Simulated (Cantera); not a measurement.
Mixture: CH4 : C2H6 : O2 : N2 : CO2 = 1 : 0.079 : 3.79 : 14.3 : 2.7 (molar parts), equivalence ratio 0.60, at 150000 Pa, adiabatic and at constant volume. Ignition delay is the time to a rise of 400 K.

Model: GRI-Mech 3.0 (53 species, 325 reactions), integrated in Cantera.

Question: Predict: delay at 1098 K; delay at 1298 K; delay at 1498 K; delay at 1698 K; delay at 1898 K; apparent activation energy between 1798 and 1998 K.

Answer: 
```
Property                                                 Value
--------------------------------------------------  ----------
delay at 1098 K                                        19.2 ms
delay at 1298 K                                        1.77 ms
delay at 1498 K                                       0.242 ms
delay at 1698 K                                        52.9 µs
delay at 1898 K                                        19.2 µs
apparent activation energy between 1798 and 1998 K  120 kJ/mol
```
